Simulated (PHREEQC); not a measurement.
Dissolve 0.0022 mol KH2PO4 and 3.2e-05 mol K2HPO4 per kg of water at 20 °C. Closed to the air; pH follows from the charge balance.

All values are PHREEQC results (ion-association model, wateq4f.dat), not measurements.

Each row changes one thing in this solution. This is a speciation only: nothing precipitates in the calculation.

| case | pH | ionic strength (mol/kgw) | H2PO4- (mol/kgw) | HPO4-2 (mol/kgw) |
|---|---|---|---|---|
| as made | 5.38 | 0.00231 | 0.00219 | 3.74e-5 |
| K2HPO4 from 3.2e-05 to 4.8e-05 mol/kgw | 5.52 | 0.00235 | 0.00219 | 5.18e-5 |
| KH2PO4 replaced by KHSO4 at the same molality | 2.75 | 0.00611 | 2.60e-5 | 1.12e-9 |
| KH2PO4 replaced by KCl at the same molality | 8.39 | 0.00229 | (withheld) | 3.01e-5 |
| K2HPO4 left out | 4.97 | 0.00223 | 0.00218 | 1.43e-5 |
| diluted 100-fold with water | 6.01 | 2.49e-5 | 2.10e-5 | 1.31e-6 |
| KH2PO4 from 0.0022 to 0.00044 mol/kgw | (withheld) | 0.000538 | 0.000439 | 3.29e-5 |
| temperature from 20 to 30 °C | (withheld) | 0.00231 | 0.00219 | 3.78e-5 |
| 0.00065 mol/kgw HF added | 3.49 | 0.00260 | 0.00214 | 4.75e-7 |

Q: Some entries are withheld; supply them.

A: 
- KH2PO4 replaced by KCl at the same molality, H2PO4- (mol/kgw): 1.75e-6
- KH2PO4 from 0.0022 to 0.00044 mol/kgw, pH: 6.06
- temperature from 20 to 30 °C, pH: 5.36

H3PO4, which wateq4f.dat lacks, is added to it with the constant of phreeqc.dat.
